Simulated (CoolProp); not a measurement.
Computed with CoolProp (reference Helmholtz-energy equation of state, Polt 1992). This equation is an older, rougher fit; its heat capacities, sound speeds and derivatives of the liquid may be far off and weren't checked against measurements.

**Question.** Give the vapour pressure (MPa), liquid density (kg/m³), vapour density (kg/m³), enthalpy of vaporisation (kJ/kg) of saturated cyclopropane at 336.6, 382.5 K.

**Answer.** 
```json
[
 {"T (K)": "336.6", "p (MPa)": "1.81", "liquid density (kg/m³)": "553", "vapour density (kg/m³)": "35.8", "enthalpy of vaporisation (kJ/kg)": "336"},
 {"T (K)": "382.5", "p (MPa)": "4.29", "liquid density (kg/m³)": "430", "vapour density (kg/m³)": "106", "enthalpy of vaporisation (kJ/kg)": "198"}
]
```
